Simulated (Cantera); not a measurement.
Input (Python, Cantera) and output of one run.

```python
import numpy as np
import cantera as ct

gas_names = """
    AL ALH ALO ALOH ALO2 ALO2H AL2 AL2O AL2O2 H HALO HO2 H2 H2O H2O2 O OH O2 O3
""".split()
cond_names = """
    AL(cr) AL(L) AL2O3(a) AL2O3(L) H2O(s) H2O(L)
""".split()


# ... load() reads the species with a 1 bar reference pressure and builds the phases ...
atoms = {
    'Al': {'AL': 1},
    'H2O': {'H': 2, 'O': 1},
    'H2': {'H': 2},
}
top_T = {}  # K; cautious upper limits of use, not melting points


# ... equilibrate(T, P, feed) seeds the gas with the atoms and calls Mixture.equilibrate('TP', solver="vcs", rtol=1e-11, max_steps=5000) ...
results = []
feed = {'Al': 1, 'H2O': 1.4, 'H2': 14}  # mol
T = 1298.15  # K
P = 10000  # Pa
mix = equilibrate(T, P, feed)
results.append((T, P, feed, dict(zip(mix.species_names, mix.species_moles))))
print(gas.report(threshold=1e-06))
for i in range(1, mix.n_phases):
    print(f"{mix.phase(i).name:16s} {mix.phase_moles(i):12.5e} mol")
```

Output:

```
       temperature   1298.2 K
          pressure   10000 Pa
           density   0.001868 kg/m^3
  mean mol. weight   2.0162 kg/kmol
   phase of matter   gas

                          1 kg             1 kmol
                     ---------------   ---------------
          enthalpy        1.4824e+07        2.9888e+07  J
   internal energy        9.4705e+06        1.9094e+07  J
           entropy             95936        1.9343e+05  J/K
    Gibbs function       -1.0972e+08       -2.2121e+08  J
 heat capacity c_p             15633             31520  J/K
 heat capacity c_v             11509             23205  J/K

                      mass frac. Y      mole frac. X     chem. pot. / RT
                     ---------------   ---------------   ---------------
                AL        3.7465e-05        2.7996e-06           -6.1061
               ALH        3.6782e-05        2.6495e-06           -16.353
                 H        1.6981e-06        3.3966e-06           -10.247
                H2           0.99989           0.99999           -20.495
     [  +15 minor]        2.9313e-05        8.4527e-07

AL(L)             6.65654e-02 mol
AL2O3(a)          4.66662e-01 mol
```

Equilibrium computed with Cantera from the NASA thermochemical tables; the gas is ideal and each condensed phase is pure. Mutual solubility and eutectic melting of coexisting phases are not modelled.
